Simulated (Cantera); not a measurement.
A perfectly stirred reactor is fed with 0.603 % CO, 0.681 % O₂, 1.46 % H₂O, 97.3 % N₂, equivalence ratio 0.44, at 13300 Pa; it is held at 1175 K, and followed from long to short residence time.

Computed with Cantera and GRI-Mech 3.0 (53 species, 325 reactions).

One state of this run: x CO = 0.00435; x O₂ = 0.00605; x H₂O = 0.0141; x OH = 0.000118; x O = 0.000261; x H₂O₂ = 3.59e-8. x: mole fraction; the columns are a selection and need not sum to one.

Task: Which value of τ (s) does it belong to?
A) 0.63
B) 0.0044
C) 0.0089
D) 0.31

Result: C, 0.0089
